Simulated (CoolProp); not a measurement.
Aqueous methanol as a coolant, at 32 °C, 1 atm.

Model: Melinder's fits for secondary coolants, in CoolProp.

```
mass %  freezing point (°C)  cp (kJ/(kg K))  conductivity (W/(m K))  Prandtl number  viscosity (mPa s)
------  -------------------  --------------  ----------------------  --------------  -----------------
4.7                    -2.8           4.184                   0.587            6.10              0.856
9.3                    -6.0           4.176                   0.559            7.08              0.947
13.9                   -9.6           4.153                   0.531            8.11               1.04
18.5                  -13.7           4.121                   0.504            9.16               1.12
23.1                  -18.1           4.084                   0.478            10.2               1.19
27.6                  -22.9           4.042                   0.454            11.1               1.25
32.2                  -28.3           3.988                   0.430            11.9               1.29
36.8                  -34.3           3.922                   0.407            12.6               1.31
41.4                  -40.7           3.840                   0.386            13.1               1.31
45.9                  -47.7           3.746                   0.366            13.3               1.30
```
